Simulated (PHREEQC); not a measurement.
**Copper plating or etch bath (model solution)**

Dissolve 0.016 mol Cu(BF4)2 and 0.007 mol HNO3 per kg of water at 90 °C. Closed to the air; pH follows from the charge balance.

Equilibrium calculation in PHREEQC: ion-association model, phreeqc.dat.

This is a speciation only: nothing precipitates in the calculation.

Task: What pH does the model give?

Result: pH 2.43.

Task: In which forms is B present?

Result: BF4- 77 %, H3BO3 13 %, BF3OH- 5.7 %, BF2(OH)2- 3.9 % of the B.

Complexes and solids missing from the database can't appear. At this temperature some constants are extrapolated from 25 °C, and those without enthalpy data are left unchanged. Real BF4- forms and hydrolyses slowly; the run takes it at equilibrium.
